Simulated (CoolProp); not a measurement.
Values from CoolProp's reference Helmholtz-energy equation of state, Guder 2009.

Problem. Give the vapour pressure (kPa), enthalpy of vaporisation (kJ/kg), liquid viscosity (µPa s), vapour viscosity (µPa s) of saturated sulfur hexafluoride at -18.85, 5.25 °C.

Solution. 
```csv
T (°C),p (kPa),enthalpy of vaporisation (kJ/kg),liquid viscosity (µPa s),vapour viscosity (µPa s)
-18.85,715,95.9,254,13.7
5.25,1440,80.1,169,15.4
```

Viscosity comes from a separate model (Quiñones-Cisneros 2012).
